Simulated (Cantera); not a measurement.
A closed system holds: 1 mol CH₂F₂, a varied amount of H₂, held at 2025 °C and 100 Torr.

Method: chemical equilibrium by Gibbs-energy minimisation in Cantera with the NASA 1993 tables (ideal gas, pure condensed phases). Candidate condensed phases: C, C₆H₆, C₇H₈, C₈H₁₈; 95 gas species. Kinetics and transport are ignored.

Q: At 7.9 mol H₂, list the 5 most abundant gas species with their mole fractions, and the condensed phases.

A: H₂ 0.774, HF 0.200, H 0.0231, C₂H₂ (acetylene) 0.00331, CH₄ 1.72e-5. Condensed: C(graphite).
